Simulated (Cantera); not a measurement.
Input: 1 mol MgO, 4.6 mol SO2, 0.04 mol H2O, 4.3 mol SO3, held at 1 atm.

Method: chemical equilibrium by Gibbs-energy minimisation in Cantera with the NASA 1993 tables (ideal gas, pure condensed phases). Candidate condensed phases: H2O, H2SO4, Mg, MgO, Mg(OH)2, MgS, MgSO4, S; 26 gas species. Equilibrium is a limit: real reactors are often held back by kinetics, nucleation or transport.

**Question.** Which condensed phases are stable at each of these points (T (°C)): 475, 575, 675, 775, 875, 975, 1075, 1175, 1275, 1375, 1475, 1575, 1675?

**Answer.** 
```csv
T (°C),condensed phases,Mg condensed (%)
475,MgSO4(s),100.0
575,MgSO4(s),100.0
675,MgSO4(s),100.0
775,MgSO4(s),100.0
875,MgSO4(s),100.0
975,MgSO4(s),100.0
1075,MgSO4(s),100.0
1175,MgO(s),100.0
1275,MgO(s),100.0
1375,MgO(s),100.0
1475,MgO(s),100.0
1575,MgO(s),100.0
1675,MgO(s),100.0
```

From 475 °C to 1075 °C the condensed part is MgSO4(s). From 1175 °C to 1675 °C the condensed part is MgO(s).
